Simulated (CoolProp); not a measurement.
The numbers come from the reference Helmholtz-energy equation of state, Lemmon 2006 in CoolProp. It is a short technical equation, of lower accuracy than the large ones.

Question: For toluene, give the phase and the cp (kJ/(kg K)), viscosity (µPa s), fugacity coefficient at 346.85 °C and 4.58 MPa; 346.85 °C and 13.8 MPa; 346.85 °C and 16 MPa.

Answer: 
- 346.85 °C and 4.58 MPa: supercritical; cp 3.47, viscosity 18.2, fugacity coefficient 0.673
- 346.85 °C and 13.8 MPa: supercritical; cp 2.78, viscosity 74.3, fugacity coefficient 0.335
- 346.85 °C and 16 MPa: supercritical; cp 2.74, viscosity 79.3, fugacity coefficient 0.311

Viscosity comes from a separate model (Avgeri 2015).
